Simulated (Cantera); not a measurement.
A perfectly stirred reactor is fed with C₃H₈ : O₂ : N₂ = 1 : 5.81 : 21.9 (molar parts), equivalence ratio 0.86, at 10.0 bar; it is adiabatic with a 400 K inlet, and is followed from long to short residence time, starting on the burning branch (τ in s: 0.026, 0.014, 0.0075, 0.004, 0.0021, 0.0011, 0.0006, 0.00032, 0.00017, 9.1e-05, 4.8e-05, 2.6e-05, 1.4e-05).

Computed with Cantera and GRI-Mech 3.0 (53 species, 325 reactions). GRI-Mech 3.0 was tuned for natural gas; its chemistry of propane as a main component is partial and can be far from experiment.

Problem. What does this change do: 0.38 parts CO2 added?

Solution. 
| quantity | before | after |
|---|---|---|
| blow-out, bracketed by the residence times tried | burning at 26.0 µs, out at 14.0 µs | burning at 26.0 µs, out at 14.0 µs |
| x(C₃H₈) at τ = 26.0 ms | 1.59e-7 | 1.79e-7 |
| x(O₂) at τ = 26.0 ms | 0.0270 | 0.0268 |
| x(NO) at τ = 26.0 ms | 0.00108 | 0.000803 |
| x(C₂H) at τ = 26.0 ms | 4.78e-9 | 4.89e-9 |
| x(C₂H₂) at τ = 26.0 ms | 1.28e-6 | 1.51e-6 |
| x(C₃H₈) at τ = 0.600 ms | 4.84e-6 | 5.32e-6 |
| x(O₂) at τ = 0.600 ms | 0.0298 | 0.0296 |
| x(NO) at τ = 0.600 ms | 0.000162 | 0.000130 |
| x(C₂H) at τ = 0.600 ms | 9.30e-8 | 8.96e-8 |
| x(C₂H₂) at τ = 0.600 ms | 1.63e-5 | 1.74e-5 |
